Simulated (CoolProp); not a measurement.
Vapour-liquid equilibrium of propylene (1) + R115 (2) at 0.254 MPa; x and y are mole fractions of (1).

Computed with CoolProp (multi-fluid Helmholtz-energy mixture model, Lemmon 2013 and Lemmon 2016; pair parameters Bell 2016).

```json
[
 {"x": "0.05", "bubble temperature (°C)": "-18.5", "y at the bubble point": "0.114", "dew temperature at overall composition x (°C)": "-17.3", "liquid density (mol/L)": "9.653"},
 {"x": "0.15", "bubble temperature (°C)": "-21.9", "y at the bubble point": "0.289", "dew temperature at overall composition x (°C)": "-19.2", "liquid density (mol/L)": "10.01"},
 {"x": "0.25", "bubble temperature (°C)": "-24.4", "y at the bubble point": "0.413", "dew temperature at overall composition x (°C)": "-21.1", "liquid density (mol/L)": "10.36"},
 {"x": "0.35", "bubble temperature (°C)": "-26.0", "y at the bubble point": "0.501", "dew temperature at overall composition x (°C)": "-23.1", "liquid density (mol/L)": "10.73"},
 {"x": "0.45", "bubble temperature (°C)": "-27.1", "y at the bubble point": "0.569", "dew temperature at overall composition x (°C)": "-25.1", "liquid density (mol/L)": "11.11"},
 {"x": "0.55", "bubble temperature (°C)": "-27.7", "y at the bubble point": "0.624", "dew temperature at overall composition x (°C)": "-26.8", "liquid density (mol/L)": "11.52"},
 {"x": "0.65", "bubble temperature (°C)": "-28.1", "y at the bubble point": "0.675", "dew temperature at overall composition x (°C)": "-27.9", "liquid density (mol/L)": "11.97"},
 {"x": "0.75", "bubble temperature (°C)": "-28.1", "y at the bubble point": "0.730", "dew temperature at overall composition x (°C)": "-28.0", "liquid density (mol/L)": "12.45"},
 {"x": "0.85", "bubble temperature (°C)": "-27.6", "y at the bubble point": "0.802", "dew temperature at overall composition x (°C)": "-27.2", "liquid density (mol/L)": "12.97"},
 {"x": "0.95", "bubble temperature (°C)": "-26.4", "y at the bubble point": "0.914", "dew temperature at overall composition x (°C)": "-25.9", "liquid density (mol/L)": "13.53"}
]
```

y crosses x between x = 0.65 and 0.75: the model has an azeotrope there.

The pair parameters rest on a limited set of measurements; away from them the model extrapolates.
